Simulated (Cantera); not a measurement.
A Cantera script and what it prints.

```python
import numpy as np
import cantera as ct

gas_names = """
    H H2 Si SiH SiH2 SiH3 SiH4 Si2 Si3
""".split()
cond_names = """
    Si(cr) Si(L)
""".split()


# ... load() reads the species with a 1 bar reference pressure and builds the phases ...
atoms = {
    'Si': {'Si': 1},
    'H2': {'H': 2},
}
top_T = {}  # K; cautious upper limits of use, not melting points


# ... equilibrate(T, P, feed) seeds the gas with the atoms and calls Mixture.equilibrate('TP', solver="vcs", rtol=1e-11, max_steps=5000) ...
results = []
feed = {'Si': 1, 'H2': 5.4}  # mol
T = 748.15  # K
P = 310000  # Pa
mix = equilibrate(T, P, feed)
results.append((T, P, feed, dict(zip(mix.species_names, mix.species_moles))))
x = sorted(zip(gas.X, gas.species_names), reverse=True)
print(f"T = {T:g} K  P = {P:g} Pa  gas = {mix.phase_moles(0):.4g} mol")
print("   x: " + "  ".join(f"{s} {v:.3e}" for v, s in x if v > 0.0001))
print("   condensed (mol): " + ("  ".join(f"{mix.phase(i).name} {mix.phase_moles(i):.4g}"
      for i in range(1, mix.n_phases) if mix.phase_moles(i) > 1e-12) or "none"))
```

It prints:

```
T = 748.15 K  P = 310000 Pa  gas = 5.4 mol
   x: H2 1.000e+00
   condensed (mol): Si(cr) 1
```

Method: chemical equilibrium by Gibbs-energy minimisation in Cantera with the NASA 1993 tables (ideal gas, pure condensed phases).
